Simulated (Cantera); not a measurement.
**Al(CH3)3 + O2 + H2 (aluminium nitride and oxide growth)**

Charge: 1 mol Al(CH3)3, 11 mol O2, 140 mol H2, equilibrated at 1325 K and 13.0 Pa.

Equilibrium computed with Cantera from the NASA thermochemical tables; the gas is ideal and each condensed phase is pure. Candidate condensed phases: Al, Al2O3, C, C6H6, C7H8, C8H18, H2O; 121 gas species. The feed counts by its element totals alone. The numbers say what is thermodynamically allowed, not how fast it happens.

```json
{
 "x(H2)": "0.862",
 "x(H2O)": "0.117",
 "x(CO)": "0.0190",
 "x(CO2)": "0.00138",
 "x(H)": "0.000133",
 "n(Al2O3(s))": "0.500 mol",
 "gas_amount": "147.5 mol",
 "log10 activity of C(graphite) (absent)": "-6.88",
 "log10 activity of Al(l) (absent)": "-13.10"
}
```
